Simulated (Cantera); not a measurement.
Cantera run, input and output.

```python
import numpy as np
import cantera as ct

gas = ct.Solution("gri30.yaml")
gas.TPX = 1625, 350, {'C3H8': 1, 'H2': 10}
reactor = ct.IdealGasConstPressureReactor(gas, energy="off", clone=False)
net = ct.ReactorNet([reactor])
net.rtol, net.atol = 1e-08, 1e-18
show = ['C3H8', 'H2', 'CH3', 'CH4', 'C2H', 'C2H2']
times = np.geomspace(0.0002, 20, 12)

steps = ct.SolutionArray(gas, extra=["t"])
rows = []
print(f"{'t/s':>10s}{'T/K':>9s}{'P/Pa':>11s}" + "".join(f"{s:>11s}" for s in show))
for t in times:
    while net.time < t:
        t_next = net.step()
        steps.append(gas.state, t=t_next)
    rows.append([np.interp(t, steps.t, y) for y in (steps.T, steps.P, *steps(*show).X.T)])
    print(f"{t:10.3e}{rows[-1][0]:9.1f}{rows[-1][1]:11.4g}" + "".join(f"{x:11.3e}" for x in rows[-1][2:]))
rate = np.gradient(steps.T, steps.t)
print("integrator steps:", len(steps.t))
if steps.T.max() > steps.T[0] + 200:
    print(f"time of steepest temperature rise: {steps.t[rate.argmax()]:.4e} s")
gas.TPX = 1625, 350, {'C3H8': 1, 'H2': 10}
gas.equilibrate("TP")
print(f"equilibrium (TP): T = {gas.T:.1f} K  " + "  ".join(f"{s} {gas[s].X[0]:.3e}" for s in show))
```

Output:

```
       t/s      T/K       P/Pa       C3H8         H2        CH3        CH4        C2H       C2H2
 2.000e-04   1625.0        350  7.645e-02  8.958e-01  1.066e-02  4.181e-03  6.490e-11  1.414e-05
 5.696e-04   1625.0        350  3.854e-02  8.586e-01  2.555e-02  3.222e-02  1.214e-08  8.131e-04
 1.622e-03   1625.0        350  5.107e-04  8.212e-01  1.654e-02  8.339e-02  5.717e-07  1.850e-02
 4.620e-03   1625.0        350  1.819e-07  8.292e-01  6.408e-03  8.941e-02  5.697e-07  4.284e-02
 1.316e-02   1625.0        350  2.332e-08  8.343e-01  3.070e-03  8.892e-02  3.794e-07  5.796e-02
 3.748e-02   1625.0        350  6.943e-09  8.378e-01  1.786e-03  8.686e-02  2.645e-07  6.765e-02
 1.067e-01   1625.0        350  3.211e-09  8.407e-01  1.305e-03  8.357e-02  2.159e-07  7.270e-02
 3.040e-01   1625.0        350  2.078e-09  8.448e-01  1.112e-03  7.715e-02  2.077e-07  7.583e-02
 8.658e-01   1625.0        350  1.213e-09  8.530e-01  9.347e-04  6.370e-02  2.265e-07  8.134e-02
 2.466e+00   1625.0        350  4.010e-10  8.668e-01  6.615e-04  4.120e-02  2.753e-07  9.046e-02
 7.022e+00   1625.0        350  5.002e-11  8.809e-01  3.466e-04  1.804e-02  3.627e-07  9.980e-02
 2.000e+01   1625.0        350  2.124e-12  8.885e-01  1.281e-04  5.418e-03  4.688e-07  1.049e-01
integrator steps: 1324
equilibrium (TP): T = 1625.0 K  C3H8 1.188e-15  H2 8.916e-01  CH3 6.082e-06  CH4 2.355e-04  C2H 5.217e-07  C2H2 1.070e-01
```

Computed with Cantera and GRI-Mech 3.0 (53 species, 325 reactions). GRI-Mech 3.0 was tuned for natural gas; its chemistry of propane as a main component is partial and can be far from experiment. GRI-Mech 3.0 stops at C3 and has no aromatics, soot or wall deposition, so with more carbon than oxygen in the feed, carbon stays in small species such as C2H2 where larger ones or solid carbon would form. Radical loss at walls, strong at low pressure, is not modelled.
